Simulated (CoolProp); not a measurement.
A simple Rankine cycle with n-pentane: condensing at 293.15 K, boiler at 0.237 MPa, turbine inlet 338.6 K, turbine efficiency 0.9, pump efficiency 0.8, no recuperator. Each further row changes one setting.

Computed with CoolProp (reference Helmholtz-energy equation of state, Thol 2019).

```csv
case,thermal efficiency (%),net work (kJ/kg),heat in (kJ/kg),turbine exit temperature (K),volume ratio over the turbine
as stated,10.2,…,442,308.7,4.04
turbine inlet 358.6 K,10.1,48.5,…,…,4.02
condensing temperature 285.15 K,11.9,55.0,…,302.6,5.48
boiler pressure 0.166 MPa,…,34.9,445,…,…
turbine efficiency 0.8,…,40.2,442,311.6,4.09
```

Problem. Complete the blanks.

Solution. 
- as stated, net work (kJ/kg): 45.2
- turbine inlet 358.6 K, heat in (kJ/kg): 481
- turbine inlet 358.6 K, turbine exit temperature (K): 329.0
- condensing temperature 285.15 K, heat in (kJ/kg): 460
- boiler pressure 0.166 MPa, thermal efficiency (%): 7.8
- boiler pressure 0.166 MPa, turbine exit temperature (K): 316.6
- boiler pressure 0.166 MPa, volume ratio over the turbine: 2.83
- turbine efficiency 0.8, thermal efficiency (%): 9.1
